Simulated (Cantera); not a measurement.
Input (Python, Cantera) and output of one run.

```python
import numpy as np
import cantera as ct

gas_names = """
    CL CL2 H HCL H2 Si SiCL SiCL2 SiCL3 SiCL4 SiH SiHCL3 SiH2 SiH2CL2 SiH3 SiH3CL SiH4 Si2 Si3
""".split()
cond_names = """
    Si(cr) Si(L)
""".split()


def load(file, names, dense=False):
    # The tables refer to 1 bar. Condensed volumes are neglected.
    table = {s.name: s for s in ct.Species.list_from_file(file)}
    out = []
    for n in names:
        d = dict(table[n].input_data)
        d["thermo"] = dict(d["thermo"], **{"reference-pressure": 1e5})
        if dense:
            d["equation-of-state"] = {"model": "constant-volume", "density": "1e6 g/cm^3"}
        out.append(ct.Species.from_dict(d))
    return out


gas = ct.Solution(thermo="ideal-gas", species=load("nasa_gas.yaml", gas_names))
cond = {s.name: ct.Solution(thermo="fixed-stoichiometry", species=[s], name=s.name)
        for s in load("nasa_condensed.yaml", cond_names, dense=True)}
atoms = {
    'Si2Cl6': {'Si': 2, 'CL': 6},
    'Cl2': {'CL': 2},
    'H2': {'H': 2},
}
top_T = {}  # K; cautious upper limits of use, not melting points


def equilibrate(T, P, feed):
    n = {}
    for name, mol in feed.items():
        for a, k in atoms[name].items():
            n[a] = n.get(a, 0.0) + k * mol
    gas.TPX = T, P, n
    mass = sum(n.values()) * gas.mean_molecular_weight
    gas.equilibrate("TP")
    valid = [c for c in cond.values() if c.min_temp <= T <= top_T.get(c.name, c.max_temp)]
    mix = ct.Mixture([(gas, mass / gas.mean_molecular_weight)] + [(c, 0.0) for c in valid])
    mix.T, mix.P = T, P
    mix.equilibrate("TP", solver="vcs", rtol=1e-11, max_steps=5000)
    return mix


results = []
feed = {'Si2Cl6': 1, 'Cl2': 0.51, 'H2': 50}  # mol
T = 1700  # K
P = 310  # Pa
mix = equilibrate(T, P, feed)
results.append((T, P, feed, dict(zip(mix.species_names, mix.species_moles))))
x = sorted(zip(gas.X, gas.species_names), reverse=True)
print(f"T = {T:g} K  P = {P:g} Pa  gas = {mix.phase_moles(0):.4g} mol")
print("   x: " + "  ".join(f"{s} {v:.3e}" for v, s in x if v > 1e-06))
print("   condensed (mol): " + ("  ".join(f"{mix.phase(i).name} {mix.phase_moles(i):.4g}"
      for i in range(1, mix.n_phases) if mix.phase_moles(i) > 1e-12) or "none"))
```

It prints:

```
T = 1700 K  P = 310 Pa  gas = 53.6 mol
   x: H2 8.919e-01  HCL 7.953e-02  SiCL2 2.541e-02  H 2.499e-03  Si 2.189e-04  CL 1.733e-04  SiCL 1.664e-04  SiCL3 9.589e-05  SiH 1.781e-05  SiH2 1.266e-05  SiHCL3 1.546e-06
   condensed (mol): Si(L) 0.6106
```

Equilibrium computed with Cantera from the NASA thermochemical tables; the gas is ideal and each condensed phase is pure. The feed counts by its element totals alone. The tables' values for SiCl, SiCl3 are old estimates; treat these amounts as uncertain. Gases not in the tables: Si2H6 and higher silanes.
